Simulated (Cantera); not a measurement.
**Thermodynamics of carbothermic reduction, feed Fe3O4 + CH4 + CO + C**

Input: 1 mol Fe3O4, 0.72 mol CH4, 0.55 mol CO, 1.6 mol C, equilibrated at 0.133 bar.

Equilibrium computed with Cantera from the NASA thermochemical tables; the gas is ideal and each condensed phase is pure. Candidate condensed phases: C, C6H6, C7H8, C8H18, Fe, Fe(CO)5, FeO, Fe(OH)2, Fe(OH)3, Fe2O3, Fe3O4, H2O; 114 gas species. Each liquid is taken as pure. Mutual solubility and eutectic melting of coexisting phases are not modelled. The tables' stoichiometric FeO is somewhat more stable than real wüstite, so its field is too wide. FeO: taken at fixed stoichiometry. Kinetics and transport are ignored.

From 1700 °C to 1975 °C the condensed part is Fe(l) + FeO(l). The main Fe-bearing gas is Fe throughout. The share of Fe in condensed phases is highest at 1700 °C (99.7 %) and lowest at 1975 °C (95.1 %).

```tsv
T (°C)	log p CO	log p H2	log p H2O	log p CO2	log p Fe	n Fe(l)	n FeO(l)
1700	-1.10	-1.52	-1.85	-2.08	-3.57	2.04	0.951
1725	-1.10	-1.52	-1.85	-2.08	-3.45	2.03	0.954
1750	-1.10	-1.52	-1.85	-2.09	-3.33	2.03	0.957
1775	-1.10	-1.52	-1.85	-2.10	-3.21	2.02	0.960
1800	-1.10	-1.53	-1.85	-2.11	-3.10	2.01	0.962
1825	-1.10	-1.53	-1.85	-2.11	-2.98	2.00	0.965
1850	-1.10	-1.53	-1.85	-2.12	-2.88	1.99	0.967
1875	-1.10	-1.53	-1.85	-2.13	-2.77	1.97	0.970
1900	-1.10	-1.53	-1.85	-2.13	-2.67	1.96	0.972
1925	-1.10	-1.54	-1.86	-2.14	-2.56	1.93	0.974
1950	-1.10	-1.54	-1.86	-2.15	-2.47	1.91	0.976
1975	-1.11	-1.55	-1.86	-2.16	-2.37	1.88	0.978
```
log p: log10 of the partial pressure in bar; n: condensed amount in mol.
